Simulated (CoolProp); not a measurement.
Vapour-liquid equilibrium of n-pentane (1) + acetone (2) at 431 kPa; x and y are mole fractions of (1).

Model: multi-fluid Helmholtz-energy mixture model, Thol 2019 and Lemmon 2006; pair parameters Bell 2016, in CoolProp.

| x | bubble temperature (K) | y at the bubble point | dew temperature at overall composition x (K) | liquid density (mol/L) |
|---|---|---|---|---|
| 0.05 | 372.8 | 0.169 | 377.2 | 11.59 |
| 0.15 | 364.7 | 0.373 | 373.5 | 11.09 |
| 0.25 | 360.2 | 0.482 | 369.7 | 10.57 |
| 0.35 | 357.6 | 0.549 | 365.6 | 10.06 |
| 0.45 | 356.1 | 0.597 | 361.5 | 9.596 |
| 0.55 | 355.2 | 0.638 | 357.6 | 9.169 |
| 0.65 | 354.7 | 0.680 | 355.0 | 8.785 |
| 0.75 | 354.7 | 0.730 | 354.8 | 8.440 |
| 0.85 | 355.4 | 0.801 | 356.2 | 8.127 |
| 0.95 | 357.5 | 0.914 | 358.3 | 7.830 |

y crosses x between x = 0.65 and 0.75: the model has an azeotrope there.

Pair parameters are fitted to limited data, so mixtures are less certain than the pure fluids.
